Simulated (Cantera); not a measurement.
## Thermodynamics of carbon deposition, reforming and gasification, feed C₃H₆ + H₂O

Feed: 1 mol C₃H₆, a varied amount of H₂O, equilibrated at 2825 K and 1.00 bar.

Method: chemical equilibrium by Gibbs-energy minimisation in Cantera with the NASA 1993 tables (ideal gas, pure condensed phases). Candidate condensed phases: C, C₆H₆, C₇H₈, C₈H₁₈, H₂O; 110 gas species. Kinetics and transport are ignored.

| n(H₂O) (mol) | log p H₂ | log p CO | log p H₂O | log p H | log p C₂H₂ (acetylene) | log p CO₂ | log p OH | n C(graphite) |
|---|---|---|---|---|---|---|---|---|
| 0.085 | -0.07 | -1.59 | -6.58 | -1.08 | -1.51 | -8.95 | -8.13 | 2.70 |
| 0.12 | -0.07 | -1.45 | -6.44 | -1.08 | -1.51 | -8.67 | -8.00 | 2.66 |
| 0.16 | -0.08 | -1.34 | -6.33 | -1.09 | -1.52 | -8.44 | -7.88 | 2.62 |
| 0.22 | -0.08 | -1.21 | -6.22 | -1.09 | -1.52 | -8.19 | -7.77 | 2.55 |
| 0.31 | -0.09 | -1.09 | -6.10 | -1.10 | -1.53 | -7.94 | -7.64 | 2.46 |
| 0.43 | -0.11 | -0.97 | -6.00 | -1.10 | -1.55 | -7.71 | -7.53 | 2.33 |
| 0.59 | -0.12 | -0.87 | -5.91 | -1.11 | -1.56 | -7.50 | -7.44 | 2.16 |
| 0.82 | -0.14 | -0.77 | -5.83 | -1.12 | -1.58 | -7.31 | -7.35 | 1.91 |
| 1.1 | -0.16 | -0.69 | -5.77 | -1.13 | -1.60 | -7.15 | -7.28 | 1.61 |
| 1.6 | -0.18 | -0.60 | -5.71 | -1.14 | -1.62 | -6.98 | -7.21 | 1.08 |
| 2.2 | -0.21 | -0.54 | -5.67 | -1.15 | -1.65 | -6.85 | -7.16 | 0.437 |
| 3 | -0.22 | -0.49 | -4.21 | -1.16 | -4.50 | -5.33 | -5.69 | 0 |
| 4.1 | -0.26 | -0.55 | -1.02 | -1.18 | -11.12 | -2.16 | -2.48 | 0 |
log p: log10 of the partial pressure in bar; n: condensed amount in mol.

From 0.085 mol H₂O to 2.2 mol H₂O the condensed part is C(graphite). From 3 mol H₂O to 4.1 mol H₂O nothing is condensed. The main C-bearing gas is C₂H₂ (acetylene) at 0.085 mol H₂O and CO at 4.1 mol H₂O.
